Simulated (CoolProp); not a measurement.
Isobutene at 298.15 K and 0.0734 MPa is throttled through a valve to 0.0282 MPa with no heat exchange. Each further row changes one setting.

The numbers come from the reference Helmholtz-energy equation of state, Lemmon 2005 in CoolProp. It is a short technical equation, of lower accuracy than the large ones.

```csv
case,temperature change (K),final density (kg/m³)
as stated,-1.2,0.646
outlet pressure 0.00846 MPa,-1.7,0.193
outlet pressure 0.0367 MPa,-1.0,0.842
```
